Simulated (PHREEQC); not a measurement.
Solution (25 °C): 0.45 mol KOH per kg of water. It is in equilibrium with CO2 at log p = 0 (atm). Otherwise closed; pH follows from the charge balance.

Equilibrium calculation in PHREEQC: ion-association model, phreeqc.dat.

Precipitation was switched off in this run.

Q: Predict the pH, specific conductance.

A: pH 7.32; specific conductance 38300 µS/cm.

Q: In which forms is C present?

A: HCO3- 93 %, CO2 6.4 % of the C.

Species that the database lacks are ignored.
